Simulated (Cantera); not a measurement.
A closed system holds: 1 mol Si, 0.014 mol O2, 140 mol H2, equilibrated at 7.50 Torr.

These are equilibrium values from Cantera (NASA tables, ideal gas, pure condensed phases), not measurements of a reactor. Candidate condensed phases: H2O, Si, SiO2; 18 gas species. Mutual solubility and eutectic melting of coexisting phases are not modelled. The tables hold silica as quartz up to 1696 K and as liquid above; real silica turns to tridymite and cristobalite and melts near 1996 K. Gases not in the tables: Si2H6 and higher silanes. Kinetics and transport are ignored.

x: gas mole fraction; n: condensed amount in mol.

```tsv
T (K)	x H2	x H	x Si	x SiH	x SiO	x SiH2	n Si(s)	n SiO2(β-quartz)	n Si(l)
1123	1.000	4.26e-7	6.44e-12	1.63e-11	5.00e-6	2.26e-9	0.986	0.0136	0
1223	1.000	…	…	…	…	…	0.979	…	0
1323	1.000	…	…	…	0.000200	…	0.972	0	0
1423	1.000	6.64e-5	1.53e-7	6.85e-8	0.000200	5.26e-7	0.972	0	0
1523	1.000	0.000231	1.80e-6	5.27e-7	0.000200	2.00e-6	0.971	0	0
1623	0.999	0.000691	1.56e-5	3.14e-6	0.000200	6.46e-6	0.968	0	0
1723	0.998	0.00182	9.83e-5	1.41e-5	0.000200	1.69e-5	0	0	0.954
1823	0.995	0.00432	0.000442	4.71e-5	0.000199	3.49e-5	0	0	0.897
1923	0.989	0.00937	0.00170	0.000138	0.000199	6.65e-5	0	0	0.699
2023	0.975	0.0188	0.00569	0.000361	0.000197	0.000118	0	0	0.0714
2123	0.958	0.0351	0.00631	0.000319	0.000195	7.29e-5	0	0	0
2223	0.931	0.0618	0.00635	0.000259	0.000192	4.27e-5	0	0	0
```

Task: Complete the blanks.

Result: 
- 1323, x H: 1.59e-5
- 1323, x Si: 8.87e-9
- 1323, x SiH: 6.50e-9
- 1323, x SiH2: 1.13e-7
- 1223, x H: 3.01e-6
- 1223, x Si: 3.22e-10
- 1223, x SiH: 4.18e-10
- 1223, x SiO: 0.000103
- 1223, x SiH2: 1.87e-8
- 1223, n SiO2(β-quartz): 0.00681
